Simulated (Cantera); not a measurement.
An isothermal, constant-pressure homogeneous reactor starts with N₂O : H₂O = 1 : 0.085 (molar parts), at 1598 K and 1350 Torr. Integrator tolerance rtol = 1e-08.

Computed with Cantera and GRI-Mech 3.0 (53 species, 325 reactions). GRI-Mech 3.0 was tuned for natural gas; its chemistry of N2O as a main component is partial and can be far from experiment. The temperature is held fixed by assumption; the heat of reaction is taken as removed at once.

**Question.** What does this change do: H2O 0.085 to 0.22 parts?

**Answer.** 
| quantity | before | after |
|---|---|---|
| x(N₂O) at 4.00 s | 3.69e-6 (gas-phase equilibrium 1.51e-7) | 1.99e-6 (gas-phase equilibrium 1.34e-7) |
| x(H₂O) at 4.00 s | 0.0536 (gas-phase equilibrium 0.0536) | 0.128 (gas-phase equilibrium 0.128) |
| x(OH) at 4.00 s | 0.000117 (gas-phase equilibrium 0.000122) | 0.000177 (gas-phase equilibrium 0.000185) |
| x(H₂) at 4.00 s | 5.12e-7 (gas-phase equilibrium 4.64e-7) | 1.26e-6 (gas-phase equilibrium 1.15e-6) |
| x(H₂O₂) at 4.00 s | 1.30e-8 (gas-phase equilibrium 1.43e-8) | 3.01e-8 (gas-phase equilibrium 3.27e-8) |

**Question.** What does this change do: H2O 0.085 to 0.41 parts?

**Answer.** 
```json
[
 {"quantity": "x(N₂O) at 4.00 s", "before": "3.69e-6 (gas-phase equilibrium 1.51e-7)", "after": "1.10e-6 (gas-phase equilibrium 1.14e-7)"},
 {"quantity": "x(H₂O) at 4.00 s", "before": "0.0536 (gas-phase equilibrium 0.0536)", "after": "0.215 (gas-phase equilibrium 0.215)"},
 {"quantity": "x(OH) at 4.00 s", "before": "0.000117 (gas-phase equilibrium 0.000122)", "after": "0.000225 (gas-phase equilibrium 0.000233)"},
 {"quantity": "x(H₂) at 4.00 s", "before": "5.12e-7 (gas-phase equilibrium 4.64e-7)", "after": "2.20e-6 (gas-phase equilibrium 2.04e-6)"},
 {"quantity": "x(H₂O₂) at 4.00 s", "before": "1.30e-8 (gas-phase equilibrium 1.43e-8)", "after": "4.85e-8 (gas-phase equilibrium 5.21e-8)"}
]
```
